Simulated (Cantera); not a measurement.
## Ignition delay

Mixture: 3.88 % CH4, 0.369 % C2H6, 20.1 % O2, 75.7 % N2, at 1.00 bar, adiabatic and at constant volume. Ignition delay is the time to a rise of 400 K.

Model: GRI-Mech 3.0 (53 species, 325 reactions), integrated in Cantera.

```tsv
T0 (K)	delay (ms)
1225	3.25
1325	1.08
1425	0.411
1525	0.177
1625	0.0868
1725	0.0481
1825	0.0297
1925	0.0200
2025	0.0144
```

```
Property                                                Result
--------------------------------------------------  ----------
apparent activation energy between 1825 and 2025 K  110 kJ/mol
```
